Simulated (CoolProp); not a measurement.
The fluid at 293.72 K and 9.25 MPa is throttled through a valve to 0.248 MPa with no heat exchange. The same conditions are run with several fluids, on thermodynamics alone (safety and materials aside).

Computed with CoolProp (reference Helmholtz-energy equation of state of each fluid (carbon monoxide: Lemmon 2006; CF4 (R14): Platzer 1990; fluorine: de Reuck 1990; ethylene: Smukala 2000; oxygen: Schmidt 1985)). The equations of Platzer and Polt are older, rougher fits.

Rank carbon monoxide, CF4 (R14), fluorine, ethylene, oxygen by temperature change (K), highest first.

fluorine (-16.8), carbon monoxide (-20.8), oxygen (-24.2), CF4 (R14) (-62.9), ethylene (-107.5)

```csv
fluid,final phase,final density (kg/m³)
carbon monoxide,gas,3.07
CF4 (R14),gas,11.6
fluorine,gas,4.10
ethylene,"two-phase, vapour fraction 0.686",6.96
oxygen,gas,3.55
```
